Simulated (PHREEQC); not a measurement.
# Acid rinse or clean (model solution)

Dissolve 61 mmol/kgw H2SO4, 0.405 mmol/kgw CaCl2 and 110 mmol/kgw KCl at 20 °C. It is in equilibrium with CO2 at log p = -3.5 (atm). Otherwise closed; pH follows from the charge balance.

The numbers come from PHREEQC with the ion-association model, phreeqc.dat.

| Quantity | Result |
|---|---|
| pH | 1.18 |
| ionic strength | 0.207 mol/kgw |
| activity of water | 0.994 |
| specific conductance | 34600 µS/cm |
| density | 1.007 g/cm³ |
| total alkalinity | -122 meq/kg |

```tsv
species	molality	activity	log γ
Cl-	0.111	0.0792	-0.146
K+	0.107	0.0758	-0.148
H+	0.0822	0.0656	-0.098
HSO4-	0.0397	0.0297	-0.127
SO4-2	0.0178	0.00518	-0.536
KSO4-	0.00338	0.00252	-0.128
```

This is a speciation only: nothing precipitates in the calculation. Complexes and solids missing from the database can't appear.
